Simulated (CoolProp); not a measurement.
Vapour-liquid equilibrium of ethylene (1) + isobutane (2) at 46.9 kPa; x and y are mole fractions of (1).

Values from CoolProp's multi-fluid Helmholtz-energy mixture model, Smukala 2000 and Bücker 2006; pair parameters Bell 2016.

Problem. Give the bubble temperature and the first vapour's composition at x = 0.05, 0.35, 0.95. Is there an azeotrope?

Solution. x = 0.05: -55.1 °C, y = 0.742; x = 0.35: -97.1 °C, y = 0.993; x = 0.95: -115.1 °C, y = 1.000. No azeotrope shows between x = 0.05 and 0.95.

Pair parameters are fitted to limited data, so mixtures are less certain than the pure fluids.
